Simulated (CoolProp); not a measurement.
Aqueous methanol as a coolant, at 37 °C, 1 atm.

Values from CoolProp's Melinder's fits for secondary coolants.

```
mass %  freezing point (°C)  cp (kJ/(kg K))  density (kg/m³)  Prandtl number  conductivity (W/(m K))
------  -------------------  --------------  ---------------  --------------  ----------------------
3.2                    -1.9           4.181            987.6            5.15                   0.604
7.4                    -4.6           4.175            980.5            5.89                   0.577
11.6                   -7.8           4.156            973.6             ___                   0.551
15.8                    ___           4.132            966.7            7.48                   0.526
20                    -15.1           4.104            959.8            8.28                   0.501
24.2                  -19.3           4.072            952.7             ___                   0.477
28.4                  -23.8           4.033            945.4            9.81                     ___
32.6                  -28.8           3.986            937.9            10.5                   0.432
36.8                  -34.3           3.927            930.2            11.0                   0.410
41                    -40.2             ___            922.3             ___                   0.390
45.2                  -46.5           3.769            914.1            11.6                   0.371
49.4                  -53.4           3.674            905.5            11.7                   0.353
```

Q: Complete the blanks.

A: 
- 11.6, Prandtl number: 6.67
- 15.8, freezing point (°C): -11.3
- 24.2, Prandtl number: 9.07
- 28.4, conductivity (W/(m K)): 0.454
- 41, cp (kJ/(kg K)): 3.854
- 41, Prandtl number: 11.4
